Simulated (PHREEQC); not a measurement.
A solution holds 0.06 mol ZnBr2 per kg of water, at 25 °C. Closed to the air; pH follows from the charge balance.

The numbers come from PHREEQC with the ion-association model, phreeqc.dat.

Each row changes one thing in this solution. No solid was allowed to form.

```csv
case,pH,ionic strength (mol/kgw),ZnBr+ (mol/kgw),ZnBr2 (mol/kgw),ZnOH+ (mol/kgw)
as made,5.33,0.179,0.000542,1.31e-5,5.77e-6
0.1 mol/kgw H2SO4 added,0.98,?,?,?,1.68e-10
0.12 mol/kgw Zn(NO3)2 added,?,0.538,0.000968,1.81e-5,8.52e-6
temperature from 25 to 35 °C,5.18,0.179,0.000532,1.27e-5,8.29e-6
ZnBr2 from 0.06 to 0.12 mol/kgw,5.24,?,0.00158,6.50e-5,7.42e-6
```

Task: What belongs in the gaps?

Result: 
- 0.1 mol/kgw H2SO4 added, ionic strength (mol/kgw): 0.292
- 0.1 mol/kgw H2SO4 added, ZnBr+ (mol/kgw): 0.000337
- 0.1 mol/kgw H2SO4 added, ZnBr2 (mol/kgw): 7.28e-6
- 0.12 mol/kgw Zn(NO3)2 added, pH: 5.19
- ZnBr2 from 0.06 to 0.12 mol/kgw, ionic strength (mol/kgw): 0.357
